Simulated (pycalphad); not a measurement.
**Phase fractions of Al-1.32Fe-1.32Si (at.%)**

Computed with pycalphad from the COST 507 light-alloy database (1999), at 1 atm. These are 1990s assessments: newer ones move some temperatures and phases. Amounts are mole fractions of atoms.

```tsv
T (K)	liquid	AL13FE4	fcc	ALFESI_ALPHA	ALFESI_BETA
1000	1.000	-	-	-	-
950	0.995	0.005	-	-	-
900	0.098	-	0.838	0.064	-
850	-	-	0.923	0.038	0.039
800	-	-	0.919	0.026	0.055
750	-	-	0.917	0.017	0.067
700	-	-	0.915	0.010	0.075
650	-	-	[?]	[?]	[?]
600	-	-	0.913	0.003	0.084
550	-	-	0.912	0.001	[?]
500	-	-	0.912	0.001	0.087
```

Some entries are withheld; supply them.


- 650, fcc: 0.914
- 650, ALFESI_ALPHA: 0.006
- 650, ALFESI_BETA: 0.081
- 550, ALFESI_BETA: 0.086

Database names, with the compositions (at.%) that they take in these runs: AL13FE4: Al 76 Fe 24; ALFESI_ALPHA: Al 71-73 Fe 19 Si 8-10; ALFESI_BETA: Al 70 Fe 15 Si 15.
